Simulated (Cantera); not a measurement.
Charge: 1 mol CaCO₃, 0.0072 mol C, 8.9 mol CO₂, held at 2223.15 K and 1 atm.

Equilibrium computed with Cantera from the NASA thermochemical tables; the gas is ideal and each condensed phase is pure. Candidate condensed phases: C, Ca, CaCO₃, CaO; 15 gas species. Rates play no part.

Base state: CO₂ 0.933, CO 0.0447, O₂ 0.0214, O 0.000455 (mole fractions); condensed: CaO(s).

Task: What changes in the equilibrium state with this change: temperature from 2223.15 K to 700 K?

Result: 
```tsv
species	before	after
CO₂	0.933	0.998
CO	0.0447	0.00162
O₂	0.0214	<1e-9
O	0.000455	<1e-9
CaO(s), mol	1.000	0
CaCO₃(calcite), mol	0	1.00
```
